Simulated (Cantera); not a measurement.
# Transport properties of process gases

Gas mixture: 100 % O2, at 0.00220 bar, frozen composition.

Cantera's kinetic-theory transport with the Lennard-Jones parameters of GRI-Mech 3.0, ideal gas; thermal conductivity in the multicomponent form.

| T (K) | ρ (kg/m³) | cp (J/kg/K) | μ (µPa s) | λ (mW/m/K) | Pr | D (cm²/s) N2 | D (cm²/s) O | D (cm²/s) CH3 |
|---|---|---|---|---|---|---|---|---|
| 400 | 0.00212 | 941.4 | 25.6 | 33.9 | 0.712 | 159 | 250 | 174 |
| 500 | 0.00169 | 971.4 | 30.0 | 41.1 | 0.711 | 233 | 367 | 257 |
| 600 | 0.00141 | 1003 | 34.1 | 48.1 | 0.710 | 318 | 499 | 352 |
| 700 | 0.00121 | 1031 | 37.8 | 54.9 | 0.710 | 413 | 647 | 457 |
| 800 | 0.00106 | 1055 | 41.4 | 61.5 | 0.710 | 517 | 809 | 573 |
| 900 | 0.000941 | 1074 | 44.7 | 67.7 | 0.709 | 629 | 985 | 699 |
| 1000 | 0.000847 | 1090 | 47.9 | 73.7 | 0.709 | 750 | 1170 | 834 |
| 1100 | 0.000770 | 1103 | 51.0 | 79.4 | 0.709 | 880 | 1380 | 979 |
| 1200 | 0.000706 | 1114 | 54.0 | 84.9 | 0.708 | 1020 | 1590 | 1130 |
D: mixture-averaged diffusion coefficient of that species in the mixture.
